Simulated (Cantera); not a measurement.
## SiHCl₃ + N₂ (silicon epitaxy and polysilicon growth)

Input: 1 mol SiHCl₃, 26 mol N₂, equilibrated at 1123.15 K and 10.0 Torr.

Equilibrium computed with Cantera from the NASA thermochemical tables; the gas is ideal and each condensed phase is pure. Candidate condensed phases: NH₄Cl, Si, Si₃N₄; 28 gas species. N₂ is the only nitrogen source here; it is nearly inert below about 1500 K, so the nitride shown seldom forms there in practice. The tables' values for SiCl₃ are old estimates; treat these amounts as uncertain. Equilibrium is a limit: real reactors are often held back by kinetics, nucleation or transport.

```json
{
  "x(N₂)": "0.946",
  "x(HCl)": "0.0333",
  "x(SiCl₄)": "0.0191",
  "x(H₂)": "0.00176",
  "x(SiCl₃)": "0.000254",
  "x(SiCl₂)": "4.19e-5",
  "x(SiHCl₃)": "1.73e-5",
  "n(Si₃N₄(s))": "0.158 mol",
  "gas_amount": "27.16 mol",
  "log10 activity of Si(s) (absent)": "-4.50"
}
```
